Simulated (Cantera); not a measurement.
Feed: 1 mol TEOS, 3.6 mol H₂O, 60 mol H₂, at 1702 °C and 43000 Pa.

Cantera equilibrium calculation (NASA polynomials, part measured and part estimated; ideal gas, pure solids and liquids). Candidate condensed phases: C, C₆H₆, C₇H₈, C₈H₁₈, H₂O, Si, SiC, SiO₂; 123 gas species. The feed counts by its element totals alone. Equilibrium is a limit: real reactors are often held back by kinetics, nucleation or transport.

Base state: H₂ 0.904, CO 0.0897, SiO 0.00383, H 0.00198, C₂H₂ (acetylene) 0.000121, CH₄ 7.23e-5 (mole fractions); condensed: SiC(s).

Problem. What changes in the equilibrium state with this change: pressure from 43000 Pa to 320 Pa?

Solution. 
```json
[
 {"species": "H₂", "before": "0.904", "after": "0.884"},
 {"species": "CO", "before": "0.0897", "after": "0.0892"},
 {"species": "H", "before": "0.00198", "after": "0.0227"},
 {"species": "Si", "before": "8.28e-6", "after": "0.00103"},
 {"species": "SiO", "before": "0.00383", "after": "0.00324"},
 {"species": "CH₄", "before": "7.23e-5", "after": "5.58e-7"},
 {"species": "Si₂C", "before": "2.04e-7", "after": "2.53e-5"},
 {"species": "SiH", "before": "3.72e-6", "after": "3.93e-5"},
 {"species": "C₂H₂ (acetylene)", "before": "0.000121", "after": "0.000139"},
 {"species": "SiC(s), mol", "before": "0.687", "after": "0.640"}
]
```
